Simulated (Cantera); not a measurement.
Cantera run, input and output.

```python
import numpy as np
import cantera as ct

gas = ct.Solution("h2o2.yaml")
gas.TPX = 550, 140000, {'H2': 1, 'O2': 0.192, 'N2': 0.723}
flame = ct.FreeFlame(gas, width=0.032)
flame.set_refine_criteria(ratio=3, slope=0.08, curve=0.16)
flame.transport_model = "unity-Lewis-number"
flame.solve(loglevel=0, auto=True)
z, T = flame.grid, flame.T
thick = (T[-1] - T[0]) / np.gradient(T, z).max()
show = ['H2', 'O2', 'HO2', 'OH', 'H', 'H2O']
print(f"laminar burning velocity  {flame.velocity[0] * 100:.3f} cm/s")
print(f"burnt temperature         {T[-1]:.1f} K")
print(f"thermal thickness         {thick * 1e3:.4f} mm")
print(f"grid points               {len(z)}")
z0 = z[flame.heat_release_rate.argmax()]
print(f"{'z/mm':>9s}{'T/K':>9s}{'u/(m/s)':>9s}" + "".join(f"{s:>11s}" for s in show))
rows = []
for k in (-3, -2, -1.5, -1, -0.5, -0.25, 0, 0.25, 0.5, 1, 2, 4, 8):
    zz = z0 + k * thick
    rows.append([k * thick, np.interp(zz, z, T), np.interp(zz, z, flame.velocity),
                 *(np.interp(zz, z, flame.X[gas.species_index(s)]) for s in show)])
    print(f"{rows[-1][0] * 1e3:9.3f}{rows[-1][1]:9.1f}{rows[-1][2]:9.3f}" + "".join(f"{x:11.3e}" for x in rows[-1][3:]))
```

Output:

```
laminar burning velocity  441.763 cm/s
burnt temperature         2068.1 K
thermal thickness         0.2777 mm
grid points               107
     z/mm      T/K  u/(m/s)         H2         O2        HO2         OH          H        H2O
   -0.833    550.0    4.418  5.222e-01  1.003e-01  6.015e-09  2.011e-14  8.178e-14  1.746e-07
   -0.555    550.0    4.418  5.222e-01  1.003e-01  1.008e-07  1.604e-12  6.507e-12  2.929e-06
   -0.417    550.2    4.419  5.222e-01  1.003e-01  7.452e-07  3.382e-11  1.371e-10  2.170e-05
   -0.278    552.6    4.438  5.220e-01  1.001e-01  1.089e-05  2.495e-09  1.175e-08  3.195e-04
   -0.139    630.6    5.040  5.146e-01  9.549e-02  2.297e-04  2.706e-05  1.314e-04  1.004e-02
   -0.069    895.1    7.038  4.815e-01  7.757e-02  1.624e-04  2.915e-04  5.724e-03  4.884e-02
    0.000   1256.6    9.664  3.984e-01  3.972e-02  5.743e-05  1.027e-03  3.761e-02  1.276e-01
    0.069   1484.9   11.257  3.304e-01  1.078e-02  1.382e-05  1.759e-03  6.797e-02  1.880e-01
    0.139   1596.4   12.008  3.142e-01  2.290e-03  2.716e-06  1.983e-03  7.078e-02  2.070e-01
    0.278   1705.9   12.721  3.188e-01  2.100e-04  2.487e-07  2.062e-03  5.878e-02  2.132e-01
    0.555   1809.1   13.378  3.291e-01  5.736e-05  8.058e-08  1.898e-03  4.309e-02  2.156e-01
    1.111   1898.3   13.934  3.383e-01  2.866e-05  4.450e-08  1.537e-03  2.925e-02  2.177e-01
    2.222   1966.6   14.354  3.453e-01  1.240e-05  2.157e-08  1.105e-03  1.858e-02  2.195e-01
```

Cantera simulation using the H2/O2 subset of GRI-Mech 3.0, which has no nitrogen chemistry; the numbers are that mechanism's predictions, not measurements. Unity Lewis numbers drop preferential diffusion, which matters most where H2 and H carry the flame. Burning velocities carry a grid error of a few per cent, more on coarse grids.
